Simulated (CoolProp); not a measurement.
Values from CoolProp's reference Helmholtz-energy equation of state, Younglove 1994. It is a modified Benedict-Webb-Rubin equation, recast in Helmholtz form.

### Question
For R123, give the phase and the cp (kJ/(kg K)), speed of sound (m/s), Prandtl number at 300.5 K and 1.98 MPa; 389.3 K and 0.0106 MPa.

### Answer
- 300.5 K and 1.98 MPa: liquid; cp 1.02, speed of sound 705, Prandtl number 5.55
- 389.3 K and 0.0106 MPa: gas; cp 0.772, speed of sound 151, Prandtl number 0.747

Viscosity comes from a separate model (Tanaka 1996). Thermal conductivity comes from a separate model (Laesecke 1996).
